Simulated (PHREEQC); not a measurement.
0.16 g of hydrous ferric oxide (600 m²/g; 0.2 weak and 0.005 strong sites per Fe, Dzombak-Morel constants, diffuse double layer) in 1 kg of water with 0.01 mol/kgw of an inert sodium salt and 0.0003 mol MgCl2, at 25 °C; the pH is set by adding NaOH or the inert anion's acid. Oxygen alone is held at its pressure in air (log pO2 = -0.68). The system is closed to CO2. No solid was allowed to form.

Base run: PHREEQC, ion-association model, wateq4f.dat. Each further column changes one thing. The table gives surface charge σ (C/m²).

| pH | base | background salt from 0.01 to 0.001 mol/kgw | oxide from 0.16 to 0.8 g/kgw | 4.5e-05 mol/kgw ZnCl2 added |
|---|---|---|---|---|
| 4 | 0.221 | 0.142 | 0.223 | 0.221 |
| 4.5 | 0.164 | 0.097 | 0.166 | 0.165 |
| 5 | 0.116 | 0.064 | 0.117 | 0.117 |
| 5.5 | 0.079 | 0.041 | 0.079 | 0.080 |
| 6 | 0.051 | 0.025 | 0.051 | 0.053 |
| 6.5 | 0.031 | 0.015 | 0.032 | 0.034 |
| 7 | 0.018 | 0.008 | 0.018 | 0.022 |
| 7.5 | 0.009 | 0.004 | 0.009 | 0.013 |
| 8 | 0.005 | 0.002 | 0.004 | 0.008 |
| 8.5 | 0.003 | 0.002 | -0.001 | 0.005 |
| 9 | 0.002 | 0.001 | -0.007 | 0.004 |
| 9.5 | 0.002 | 0.001 | -0.016 | 0.003 |
| 10 | 0.001 | 0.001 | -0.029 | 0.002 |

 In at least one series the solution becomes supersaturated in solids that the run did not let form, among them Zn(OH)2-e.
